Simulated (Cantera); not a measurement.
An adiabatic, constant-pressure homogeneous reactor starts with H2 : O2 : N2 = 1 : 1.11 : 4.18 (molar parts), equivalence ratio 0.45, at 1523 K and 970000 Pa. Integrator tolerance rtol = 1e-08.

Detailed kinetics in Cantera: the H2/O2 subset of GRI-Mech 3.0, which has no nitrogen chemistry. The hydrogen kinetics of GRI-Mech 3.0 are dated; newer H2 mechanisms differ, most at raised pressure.

What does this change do: initial temperature 1523 to 1650 K?


| quantity | before | after |
|---|---|---|
| time of steepest temperature rise | 1.53 µs | 1.02 µs |
| temperature at 8.00 s | 2563 K | 2657 K |
| equilibrium temperature | 2563 K | 2657 K |
| x(H2) at 8.00 s | 0.00134 (gas-phase equilibrium 0.00134) | 0.00201 (gas-phase equilibrium 0.00201) |
| x(O2) at 8.00 s | 0.102 (gas-phase equilibrium 0.102) | 0.101 (gas-phase equilibrium 0.101) |
| x(H2O) at 8.00 s | 0.165 (gas-phase equilibrium 0.165) | 0.162 (gas-phase equilibrium 0.162) |
| x(O) at 8.00 s | 0.00203 (gas-phase equilibrium 0.00203) | 0.00308 (gas-phase equilibrium 0.00308) |
| x(HO2) at 8.00 s | 2.21e-5 (gas-phase equilibrium 2.21e-5) | 2.72e-5 (gas-phase equilibrium 2.72e-5) |
| x(OH) at 8.00 s | 0.0107 (gas-phase equilibrium 0.0107) | 0.0138 (gas-phase equilibrium 0.0138) |
| x(H) at 8.00 s | 0.000391 (gas-phase equilibrium 0.000391) | 0.000698 (gas-phase equilibrium 0.000698) |

What does this change do: initial temperature 1523 to 1698 K?


```tsv
quantity	before	after
time of steepest temperature rise	1.53 µs	0.895 µs
temperature at 8.00 s	2563 K	2691 K
equilibrium temperature	2563 K	2691 K
x(H2) at 8.00 s	0.00134 (gas-phase equilibrium 0.00134)	0.00231 (gas-phase equilibrium 0.00231)
x(O2) at 8.00 s	0.102 (gas-phase equilibrium 0.102)	0.100 (gas-phase equilibrium 0.100)
x(H2O) at 8.00 s	0.165 (gas-phase equilibrium 0.165)	0.161 (gas-phase equilibrium 0.161)
x(O) at 8.00 s	0.00203 (gas-phase equilibrium 0.00203)	0.00356 (gas-phase equilibrium 0.00356)
x(HO2) at 8.00 s	2.21e-5 (gas-phase equilibrium 2.21e-5)	2.92e-5 (gas-phase equilibrium 2.92e-5)
x(OH) at 8.00 s	0.0107 (gas-phase equilibrium 0.0107)	0.0151 (gas-phase equilibrium 0.0151)
x(H) at 8.00 s	0.000391 (gas-phase equilibrium 0.000391)	0.000853 (gas-phase equilibrium 0.000853)
```
